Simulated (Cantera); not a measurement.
Standard-state values (1 bar) from the NASA 1993 polynomials, evaluated with Cantera. Values are per mole of reaction as written; species without (g) are pure solids or liquids, kept so even where they would boil at 1 bar.

2 C + 2 KOH(g) → 2 K(g) + O2(g) + C2H2(g), with ΔH° = 871.5 kJ and ΔS° = 242.5 J/K at 300 K.

Question: How far is the shortcut ΔG° ≈ ΔH°(300 K) − T·ΔS°(300 K) from the full temperature-dependent value at 1975, 2075, 2175, 2275, 2375, 2475, 2575, 2675 K?

Answer: 
| T (K) | shortcut (kJ) | full (kJ) | difference (kJ) | difference in log10 K |
|---|---|---|---|---|
| 1975 | 392.6 | 404.2 | -11.7 | 0.31 |
| 2075 | 368.3 | 381.2 | -12.9 | 0.32 |
| 2175 | 344.1 | 358.2 | -14.1 | 0.34 |
| 2275 | 319.8 | 335.2 | -15.4 | 0.35 |
| 2375 | 295.6 | 312.3 | -16.7 | 0.37 |
| 2475 | 271.3 | 289.4 | -18.1 | 0.38 |
| 2575 | 247.1 | 266.5 | -19.5 | 0.39 |
| 2675 | 222.8 | 243.6 | -20.8 | 0.41 |
The shortcut ignores the heat-capacity change of the reaction.
